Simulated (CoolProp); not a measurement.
Vapour-liquid equilibrium of n-hexane (1) + hexamethyldisiloxane (MM) (2) at 0.0563 MPa; x and y are mole fractions of (1).

Model: multi-fluid Helmholtz-energy mixture model, Thol 2019 and Thol 2016; pair parameters Bell 2016, in CoolProp.

| x | bubble temperature, mixture model (°C) | bubble temperature, Raoult's law (°C) | y, mixture model | y, Raoult's law |
|---|---|---|---|---|
| 0.05 | 79.5 | 79.1 | 0.109 | 0.123 |
| 0.2 | 74.1 | 72.7 | ___ | 0.407 |
| 0.35 | 69.3 | 67.3 | ___ | 0.603 |
| 0.5 | 64.7 | 62.7 | 0.722 | 0.742 |
| 0.65 | 60.3 | 58.7 | ___ | 0.845 |
| 0.8 | 56.1 | 55.2 | 0.928 | 0.923 |
| 0.95 | 52.3 | 52.1 | 0.986 | 0.983 |

**Question.** Some entries are withheld; supply them.

**Answer.** 
- 0.2, y, mixture model: 0.369
- 0.35, y, mixture model: 0.567
- 0.65, y, mixture model: 0.841

The largest gap from Raoult's law is +2.0 K in bubble temperature, at x = 0.5. No azeotrope shows between x = 0.05 and 0.95.

Pair parameters are fitted to limited data, so mixtures are less certain than the pure fluids.
